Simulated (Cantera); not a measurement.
# Hydrocarbon pyrolysis for carbon deposition

An isothermal, constant-pressure homogeneous reactor starts with 1.82 % C₂H₆, 98.2 % N₂, at 1048 K and 0.987 atm.

Cantera simulation using GRI-Mech 3.0 (53 species, 325 reactions); the numbers are that mechanism's predictions, not measurements. GRI-Mech 3.0 stops at C3 and has no aromatics, soot or wall deposition, so with more carbon than oxygen in the feed, carbon stays in small species such as C2H2 where larger ones or solid carbon would form.

```json
[
 {"t (s)": "2.00e-6", "x C₂H₆": "0.0182", "x H₂": "<1e-12", "x C₂H₂": "<1e-12", "x C₂H": "<1e-12", "x H": "<1e-12", "x CH₄": "<1e-12"},
 {"t (s)": "1.12e-5", "x C₂H₆": "0.0182", "x H₂": "1.77e-12", "x C₂H₂": "<1e-12", "x C₂H": "<1e-12", "x H": "<1e-12", "x CH₄": "2.30e-11"},
 {"t (s)": "6.26e-5", "x C₂H₆": "0.0182", "x H₂": "1.99e-10", "x C₂H₂": "<1e-12", "x C₂H": "<1e-12", "x H": "2.69e-11", "x CH₄": "7.01e-10"},
 {"t (s)": "0.000350", "x C₂H₆": "0.0182", "x H₂": "3.26e-8", "x C₂H₂": "<1e-12", "x C₂H": "<1e-12", "x H": "7.62e-10", "x CH₄": "1.91e-8"},
 {"t (s)": "0.00196", "x C₂H₆": "0.0182", "x H₂": "3.49e-6", "x C₂H₂": "3.40e-11", "x C₂H": "<1e-12", "x H": "1.24e-8", "x CH₄": "3.24e-7"},
 {"t (s)": "0.0110", "x C₂H₆": "0.0180", "x H₂": "0.000130", "x C₂H₂": "4.88e-8", "x C₂H": "<1e-12", "x H": "5.73e-8", "x CH₄": "4.14e-6"},
 {"t (s)": "0.0613", "x C₂H₆": "0.0169", "x H₂": "0.00126", "x C₂H₂": "4.65e-6", "x C₂H": "<1e-12", "x H": "6.83e-8", "x CH₄": "4.18e-5"},
 {"t (s)": "0.343", "x C₂H₆": "0.0113", "x H₂": "0.00666", "x C₂H₂": "0.000119", "x C₂H": "<1e-12", "x H": "7.40e-8", "x CH₄": "0.000248"},
 {"t (s)": "1.92", "x C₂H₆": "0.00185", "x H₂": "0.0162", "x C₂H₂": "0.00101", "x C₂H": "<1e-12", "x H": "5.03e-8", "x CH₄": "0.000806"},
 {"t (s)": "10.7", "x C₂H₆": "0.000337", "x H₂": "0.0188", "x C₂H₂": "0.00254", "x C₂H": "<1e-12", "x H": "2.42e-8", "x CH₄": "0.00123"},
 {"t (s)": "60.0", "x C₂H₆": "0.000289", "x H₂": "0.0188", "x C₂H₂": "0.00365", "x C₂H": "<1e-12", "x H": "2.05e-8", "x CH₄": "0.00233"}
]
```
x: mole fraction; the columns are a selection and need not sum to one.

Equilibrium at this temperature and pressure: C₂H₆ 1.40e-5, H₂ 0.00640, C₂H₂ 0.00153, C₂H <1e-12, H 6.22e-10, CH₄ 0.0184 (gas phase only).
